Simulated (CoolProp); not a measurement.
Vapour-liquid equilibrium of ethanol (1) + n-hexane (2) at 165.95 °C; x and y are mole fractions of (1).

Computed with CoolProp (multi-fluid Helmholtz-energy mixture model, Schroeder 2014 and Thol 2019; pair parameters Bell 2016).

```csv
x,bubble pressure (kPa),y at the bubble point,dew pressure at overall composition x (kPa),liquid density (mol/L)
0.05,(withheld),0.147,1071,5.886
0.2,1496,0.362,1258,6.307
0.35,1633,0.464,(withheld),6.915
0.5,(withheld),0.542,1666,7.788
0.65,1696,0.626,1689,8.994
0.8,1640,0.743,1600,10.60
0.95,1507,0.921,1485,12.69
```

Task: Some entries are withheld; supply them.

Result: 
- 0.05, bubble pressure (kPa): 1188
- 0.35, dew pressure at overall composition x (kPa): 1479
- 0.5, bubble pressure (kPa): 1691

y crosses x between x = 0.5 and 0.65: the model has an azeotrope there.

The pair parameters rest on a limited set of measurements; away from them the model extrapolates.
